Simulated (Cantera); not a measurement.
Cantera run:

```python
import numpy as np
import cantera as ct

gas_names = """
    O3 NO
""".split()
cond_names = """
    Cr2N(s) Cr2O3(s) Cr2O3(L)
""".split()


# ... load() reads the species with a 1 bar reference pressure and builds the phases ...
species = {s.name: s for s in load("nasa_gas.yaml", gas_names) + load("nasa_condensed.yaml", cond_names)}
# Each term lists the table entries of one substance; the one whose range holds T is used.
reactions = {
    '4 O3(g) + 3 Cr2N = 3 Cr2O3 + 3 NO(g)':
        [(-4, ['O3']), (-3, ['Cr2N(s)']), (3, ['Cr2O3(s)', 'Cr2O3(L)']), (3, ['NO'])],
}


def pick(names, T):
    return next(species[n] for n in names if species[n].thermo.min_temp <= T <= species[n].thermo.max_temp)


results = []
for label, terms in reactions.items():
    print(label)
    print("     T/K   dH/kJ  dS/(J/K)   dG/kJ   log10 K")
    for T in [300, 1323, 1373, 1423, 1473, 1523, 1573, 1623, 1673]:
        used = [(nu, pick(names, T)) for nu, names in terms]
        dH = sum(nu * s.thermo.h(T) for nu, s in used) / 1e6
        dS = sum(nu * s.thermo.s(T) for nu, s in used) / 1e3
        dG = dH - T * dS / 1e3
        logK = -dG * 1e6 / (ct.gas_constant * T * np.log(10))
        results.append((label, T, dH, dS, dG, logK, [s.name for _, s in used]))
        print(f"{T:8g} {dH:8.1f} {dS:8.1f} {dG:8.1f} {logK:8.2f}")
```

It prints:

```
4 O3(g) + 3 Cr2N = 3 Cr2O3 + 3 NO(g)
     T/K   dH/kJ  dS/(J/K)   dG/kJ   log10 K
     300  -3321.9   -278.5  -3238.3   563.83
    1323  -3316.8   -255.0  -2979.5   117.64
    1373  -3318.3   -256.0  -2966.7   112.87
    1423  -3320.0   -257.2  -2953.9   108.43
    1473  -3321.9   -258.6  -2941.0   104.29
    1523  -3324.0   -260.0  -2928.1   100.42
    1573  -3326.4   -261.5  -2915.0    96.80
    1623  -3329.1   -263.2  -2901.9    93.39
    1673  -3332.1   -265.0  -2888.7    90.19
```

Cantera with NASA thermochemical tables; ideal gases at 1 bar, condensed phases pure. Condensed species are held in their standard states even where they would react or evaporate.
